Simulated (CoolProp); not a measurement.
Properties of cyclohexane at several states.

Model: reference Helmholtz-energy equation of state, Zhou 2014, in CoolProp.

| T (K) | p (MPa) | phase | isothermal compressibility (1/MPa) | fugacity coefficient |
|---|---|---|---|---|
| 317.7 | 0.0134 | gas | 75.15 | 0.9932 |
| 487.2 | 0.0441 | gas | 22.80 | 0.9945 |
| 290.9 | 1.14 | liquid | 0.001050 | 0.008522 |
| 468.8 | 6.15 | liquid | 0.005819 | 0.2005 |
